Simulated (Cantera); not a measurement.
Feed: 1 mol TiO₂, 9.1 mol H₂, equilibrated at 1925 K and 150000 Pa.

Cantera equilibrium calculation (NASA polynomials, part measured and part estimated; ideal gas, pure solids and liquids). Candidate condensed phases: H₂O, Ti, TiO, TiO₂, Ti₂O₃, Ti₃O₅, Ti₄O₇; 12 gas species. Rates play no part.

Base state: H₂ 0.963, H₂O 0.0366, H 0.000766 (mole fractions); condensed: Ti₃O₅(s).

Task: What changes in the equilibrium state with this change: 0.016 mol CH₄ added?

Result: 
```json
[
 {"species": "H₂", "before": "0.963", "after": "0.963"},
 {"species": "H₂O", "before": "0.0366", "after": "0.0347"},
 {"species": "CO", "before": "0", "after": "0.00173"},
 {"species": "CO₂", "before": "0", "after": "1.45e-5"},
 {"species": "H", "before": "0.000766", "after": "0.000766"},
 {"species": "Ti₃O₅(s), mol", "before": "0.333", "after": "0.333"}
]
```
Further candidate phases: C, C₆H₆, C₇H₈, C₈H₁₈, TiC.
